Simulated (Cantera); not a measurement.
A perfectly stirred reactor is fed with 3.85 % C₂H₆, 96.2 % N₂, at 0.00400 bar; it is held at 1400 K, and followed from long to short residence time.

Cantera simulation using GRI-Mech 3.0 (53 species, 325 reactions); the numbers are that mechanism's predictions, not measurements. GRI-Mech 3.0 stops at C3 and has no aromatics, soot or wall deposition, so with more carbon than oxygen in the feed, carbon stays in small species such as C2H2 where larger ones or solid carbon would form. Radical loss at walls, strong at low pressure, is not modelled.

x: mole fraction; the columns are a selection and need not sum to one.

| τ (s) | x C₂H₆ | x CH₄ | x CH₂ | x CH₃ | x H | x H₂ |
|---|---|---|---|---|---|---|
| 29 | 4.96e-5 | 0.00549 | 1.49e-7 | 0.000161 | 9.18e-5 | 0.0630 |
| 6.9 | 0.000186 | 0.00843 | 3.14e-7 | 0.000307 | 0.000103 | 0.0577 |
| 1.6 | 0.000703 | 0.0116 | 6.41e-7 | 0.000576 | 0.000115 | 0.0499 |
| 0.39 | 0.00251 | 0.0131 | 1.22e-6 | 0.00105 | 0.000124 | 0.0393 |
| 0.092 | [?] | [?] | 2.04e-6 | [?] | 0.000119 | [?] |
| 0.022 | 0.0233 | 0.00358 | 2.19e-6 | 0.00247 | 8.62e-5 | 0.0109 |
| 0.0052 | 0.0355 | [?] | [?] | [?] | [?] | [?] |
| 0.0012 | 0.0382 | 2.53e-5 | 6.44e-8 | 0.000372 | 5.31e-6 | 6.09e-5 |
| 0.00029 | 0.0384 | 1.57e-6 | 1.54e-9 | 9.57e-5 | 2.81e-7 | 7.83e-7 |

Q: Complete the blanks.

A: 
- 0.092, x C₂H₆: 0.00880
- 0.092, x CH₄: 0.0102
- 0.092, x CH₃: 0.00191
- 0.092, x H₂: 0.0255
- 0.0052, x CH₄: 0.000404
- 0.0052, x CH₂: 8.48e-7
- 0.0052, x CH₃: 0.00133
- 0.0052, x H: 3.70e-5
- 0.0052, x H₂: 0.00171
